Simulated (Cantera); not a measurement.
Charge: 1 mol TiCl4, 0.26 mol C3H8, 190 mol H2, 8.5 mol CH4, equilibrated at 1700 K and 0.000190 bar.

Equilibrium computed with Cantera from the NASA thermochemical tables; the gas is ideal and each condensed phase is pure. TiC: taken at fixed stoichiometry. Equilibrium is a limit: real reactors are often held back by kinetics, nucleation or transport.

```json
[
 {"species": "H2", "before": "0.970", "after": "0.980"},
 {"species": "HCl", "before": "0.0188", "after": "0.0190"},
 {"species": "H", "before": "0.0105", "after": "0.000611"},
 {"species": "CH4", "before": "1.96e-7", "after": "6.00e-5"},
 {"species": "Cl", "before": "0.000158", "after": "9.22e-6"},
 {"species": "C2H2 (acetylene)", "before": "7.12e-5", "after": "7.19e-5"},
 {"species": "C(graphite), mol", "before": "8.25", "after": "8.24"},
 {"species": "TiC(s), mol", "before": "1.000", "after": "1.000"}
]
```
Gas species are given as mole fractions.

Question: Which change was made?
(A) pressure from 0.000190 bar to 0.0570 bar
(B) pressure from 0.000190 bar to 0.00110 bar
(C) temperature from 1700 K to 2125 K
(D) pressure from 0.000190 bar to 0.0100 bar

Answer: A, pressure from 0.000190 bar to 0.0570 bar
